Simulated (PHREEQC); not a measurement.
Make-up at 15 °C: 0.04 mol/kgw Al2(SO4)3. Closed to the air; pH follows from the charge balance.

All values are PHREEQC results (ion-association model, wateq4f.dat), not measurements.

Each row changes one thing in this solution. Precipitation was switched off in this run.

| case | pH | ionic strength (mol/kgw) | SO4-2 (mol/kgw) | HSO4- (mol/kgw) |
|---|---|---|---|---|
| as made | 4.03 | 0.138 | 0.0315 | 0.000104 |
| 0.00042 mol/kgw FeCl2 added | 4.03 | ___ | 0.0315 | 0.000104 |
| Al2(SO4)3 replaced by CuSO4 at the same molality | ___ | ___ | 0.0236 | 1.54e-5 |
| Al2(SO4)3 replaced by K2SO4 at the same molality | 7.31 | 0.109 | 0.0346 | ___ |
| diluted 5-fold with water | 4.15 | 0.0375 | 0.00919 | ___ |

Question: Some entries are withheld; supply them.

Answer: 
- 0.00042 mol/kgw FeCl2 added, ionic strength (mol/kgw): 0.140
- Al2(SO4)3 replaced by CuSO4 at the same molality, pH: 4.77
- Al2(SO4)3 replaced by CuSO4 at the same molality, ionic strength (mol/kgw): 0.0943
- Al2(SO4)3 replaced by K2SO4 at the same molality, HSO4- (mol/kgw): 6.30e-8
- diluted 5-fold with water, HSO4- (mol/kgw): 3.08e-5

Species that the database lacks are ignored. Some of these states are supersaturated (in Gibbsite (slow to form), for instance).
